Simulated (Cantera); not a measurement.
Ignition delay

Mixture: 5.08 % CH4, 0.315 % H2, 14.3 % O2, 71.6 % N2, 8.64 % CO2, equivalence ratio 0.72, at 19.0 bar, adiabatic and at constant volume. Ignition delay is the time to a rise of 400 K.

Cantera simulation using GRI-Mech 3.0 (53 species, 325 reactions); the numbers are that mechanism's predictions, not measurements. The pressure lies above the range GRI-Mech 3.0 was tuned for (to about 10 atm).

```tsv
T0 (K)	delay (ms)
1300	0.534
1350	0.344
1400	0.225
1450	0.148
1500	0.0982
1550	0.0658
1600	0.0445
1650	0.0305
```

- apparent activation energy between 1550 and 1650 K = 160 kJ/mol
